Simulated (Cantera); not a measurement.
An isothermal, constant-pressure homogeneous reactor starts with NH3 : H2 = 1 : 0.24 (molar parts), at 1748 K and 20000 Pa.

Model: the gas-phase N/H chemistry of the illustrative SiF4/NH3 mechanism in the Surface Chemkin manual (1991), integrated in Cantera. Walls and surfaces, which speed up NH3 decomposition in real reactors, are not modelled.

x: mole fraction; the columns are a selection and need not sum to one.

| t (s) | x NH3 | x H2 | x NH | x N2H2 | x N | x N2H4 |
|---|---|---|---|---|---|---|
| 2.00e-6 | 0.806 | 0.194 | <1e-12 | <1e-12 | <1e-12 | <1e-12 |
| 7.43e-6 | 0.806 | 0.194 | 8.73e-12 | 1.45e-12 | <1e-12 | <1e-12 |
| 2.76e-5 | 0.806 | 0.194 | 2.26e-10 | 6.53e-11 | <1e-12 | 1.06e-11 |
| 0.000102 | 0.806 | 0.194 | 4.19e-9 | 1.99e-9 | 5.42e-12 | 1.73e-10 |
| 0.000381 | 0.806 | 0.194 | ___ | ___ | 3.42e-10 | ___ |
| 0.00141 | 0.806 | 0.194 | 6.95e-7 | 6.03e-7 | 1.26e-8 | 2.93e-8 |
| 0.00525 | 0.805 | 0.194 | 1.78e-6 | 1.84e-6 | 4.89e-8 | 7.84e-8 |
| 0.0195 | 0.800 | 0.198 | 1.79e-6 | 1.84e-6 | 4.98e-8 | 7.85e-8 |
| 0.0725 | 0.782 | 0.211 | 1.80e-6 | 1.77e-6 | 5.11e-8 | 7.62e-8 |
| 0.269 | 0.721 | 0.255 | 1.79e-6 | 1.55e-6 | 5.47e-8 | 6.85e-8 |
| 1.00 | 0.546 | 0.381 | 1.72e-6 | 1.00e-6 | 6.22e-8 | 4.77e-8 |

Question: Complete the blanks.

Answer: 
- 0.000381, x NH: 6.15e-8
- 0.000381, x N2H2: 3.95e-8
- 0.000381, x N2H4: 2.48e-9
